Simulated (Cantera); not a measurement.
Input: 1 mol SiF₄, a varied amount of NH₃, 2 mol H₂, at 0.560 bar.

Cantera equilibrium calculation (NASA polynomials, part measured and part estimated; ideal gas, pure solids and liquids). Candidate condensed phases: Si, Si₃N₄; 37 gas species. The tables' values for SiF₂, SiF₃ are old estimates. The numbers say what is thermodynamically allowed, not how fast it happens.

What condenses at these points (T in °C, n(NH₃) in mol): (677, 5.6); (677, 19); (1277, 5.6); (677, 7.1); (977, 12)?


| T (°C) | n(NH₃) in mol | condensed phases | Si condensed (%) |
|---|---|---|---|
| 677 | 5.6 | Si₃N₄ | 0.1 |
| 677 | 19 | Si₃N₄ | 0.2 |
| 1277 | 5.6 | gas only | 0.0 |
| 677 | 7.1 | Si₃N₄ | 0.1 |
| 977 | 12 | Si₃N₄ | 0.8 |
